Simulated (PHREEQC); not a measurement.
Solution (25 °C): 45 mmol/kgw CdCl2. It is in equilibrium with CO2 at log p = -1 (atm). Otherwise closed; pH follows from the charge balance.

Model: ion-association model, phreeqc.dat, run in PHREEQC.

| quantity | before | after |
|---|---|---|
| pH | 4.37 | 4.39 |
| ionic strength (mol/kgw) | 0.0672 | 0.0106 |
| Cl- (mol/kgw) | 0.0539 | 0.00750 |
| (CO2)2 (mol/kgw) | 2.09e-7 | 2.12e-7 |

Problem. What was changed between the two runs?
A) CdCl2 from 0.045 to 0.0045 mol/kgw
B) CdCl2 replaced by FeCl3 at the same molality
C) CdCl2 replaced by HCl at the same molality
D) CdCl2 from 0.045 to 0.009 mol/kgw
E) temperature from 25 to 75 °C

Solution. A, CdCl2 from 0.045 to 0.0045 mol/kgw

Precipitation was switched off in this run.
